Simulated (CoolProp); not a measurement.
The fluid at 293.15 K and 0.856 MPa flows at 0.19 m/s in a round tube of 12.7 mm bore and 0.25 µm roughness, fully developed (64/Re and Nu = 3.66 if laminar; Colebrook and Gnielinski if turbulent). The same conditions are run with several fluids, on thermodynamics alone (safety and materials aside).

The numbers come from the reference Helmholtz-energy equation of state of each fluid (R407C: Lemmon 2003; C2F6 (R116): Lemmon 2006; R13: Platzer 1990; R410A: Lemmon 2003; CF4 (R14): Platzer 1990) in CoolProp. The equations of Platzer and Polt are older, rougher fits. Blends and air are pseudo-pure fits.

Rank R407C, C2F6 (R116), R13, R410A, CF4 (R14) by Reynolds number, highest first.

C2F6 (R116) (9340), R407C (7140), R13 (6790), R410A (5460), CF4 (R14) (4430)

```
fluid        Darcy friction factor  pressure drop (Pa/m)  heat-transfer coefficient (W/(m² K))  mass flow (kg/h)
-----------  ---------------------  --------------------  ------------------------------------  ----------------
R407C                       0.0339                  1.75                                  27.7              3.15
C2F6 (R116)                 0.0315                  2.41                                  33.7              4.67
R13                         0.0343                  1.96                                  22.0              3.48
R410A                       0.0365                  1.52                                  21.7              2.54
CF4 (R14)                   0.0387                  1.76                                  18.7              2.77
```

Transport values come from each fluid's own correlations; those of C2F6 (R116), R13, CF4 (R14) are estimates that may be off by 10 % or more.
